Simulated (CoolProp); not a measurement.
A Linde-Hampson liquefier for CF4 (R14): isothermal reversible compression at 250 K from 1 atm to 30 MPa, throttling to 1 atm, return gas leaving the recuperator 2 K below the feed. Each further row changes one setting.

Model: reference Helmholtz-energy equation of state, Platzer 1990, in CoolProp. This equation is an older, rougher fit; its heat capacities, sound speeds and derivatives of the liquid may be far off and weren't checked against measurements.

| case | liquid yield per pass | compression work (kJ/kg of gas) |
|---|---|---|
| as stated | 0.432 | 109 |
| warm-end temperature 280 K | 0.340 | 131 |
| warm-end gap 7 K | 0.423 | 109 |
